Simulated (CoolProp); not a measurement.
Dodecamethylcyclohexasiloxane (D6) along the isobar 1.34 MPa: fugacity coefficient from the reference equation and from simpler models built on Tc = 645.8 K, pc = 0.9614 MPa, ω = 0.736; each cubic takes its own stable root.

Model: reference Helmholtz-energy equation of state, Colonna 2008, in CoolProp. It is a short technical equation, of lower accuracy than the large ones.

```tsv
T (K)	phase	reference
548.3	liquid	0.1445
555.5	liquid	0.1627
562.7	liquid	0.1823
569.8	liquid	0.2029
577	liquid	0.2251
584.2	liquid	0.2486
591.3	liquid	0.2729
598.5	liquid	0.2986
605.7	liquid	0.3254
612.8	liquid	0.3526
620	liquid	0.3809
```

How far does each simpler model (van der Waals, Redlich-Kwong, Soave-Redlich-Kwong, Peng-Robinson) lie from the reference over these 11 states: mean and median of the absolute difference, and the worst?


- van der Waals: mean 75.4 %, median 69.3 %, worst +138.5 % at 548.3 K and 1.34 MPa
- Redlich-Kwong: mean 42.5 %, median 39.8 %, worst +75.3 % at 548.3 K and 1.34 MPa
- Soave-Redlich-Kwong: mean 6.9 %, median 7.0 %, worst +7.5 % at 620 K and 1.34 MPa
- Peng-Robinson: mean 3.0 %, median 3.0 %, worst +3.1 % at 612.8 K and 1.34 MPa
